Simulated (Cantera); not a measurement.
Stirred combustor or abatement burner

A perfectly stirred reactor is fed with 5.44 % CO, 1.69 % H2, 3.37 % CH4, 18.8 % O2, 70.7 % N2, equivalence ratio 0.55, at 2180 Torr; it is adiabatic with a 750 K inlet, and is followed from long to short residence time, starting on the burning branch (τ in s: 0.074, 0.038, 0.02, 0.01, 0.0053, 0.0027, 0.0014, 0.00073, 0.00038, 0.0002, 0.0001, 5.3e-05, 2.7e-05).

Computed with Cantera and GRI-Mech 3.0 (53 species, 325 reactions).

```csv
τ (s),T (K),x CO,x H2,x CH4,x CH2O,x CO2,x HO2
0.074,2027,0.000486,8.30e-5,1.89e-6,2.58e-7,0.0908,2.17e-6
0.038,2025,0.000635,0.000101,3.31e-6,4.60e-7,0.0907,2.32e-6
0.020,2022,0.000876,0.000131,5.45e-6,7.74e-7,0.0904,2.61e-6
0.010,2017,0.00130,0.000185,8.95e-6,1.31e-6,0.0899,3.19e-6
0.0053,2009,0.00191,0.000264,1.37e-5,2.07e-6,0.0893,4.11e-6
0.0027,1997,0.00290,0.000392,2.13e-5,3.30e-6,0.0882,5.72e-6
0.0014,1979,0.00435,0.000577,3.25e-5,5.15e-6,0.0866,8.23e-6
0.00073,1955,0.00643,0.000835,5.01e-5,8.00e-6,0.0844,1.21e-5
0.00038,1921,0.00942,0.00119,7.93e-5,1.25e-5,0.0811,1.79e-5
0.00020,1875,0.0136,0.00163,0.000130,1.97e-5,0.0766,2.64e-5
0.00010,1807,0.0204,0.00223,0.000241,3.39e-5,0.0693,4.07e-5
5.3e-5,1717,0.0303,0.00296,0.000501,6.22e-5,0.0585,6.29e-5
2.7e-5,750,0.0544,0.0169,0.0337,<1e-12,<1e-12,<1e-12
```
x: mole fraction; the columns are a selection and need not sum to one.
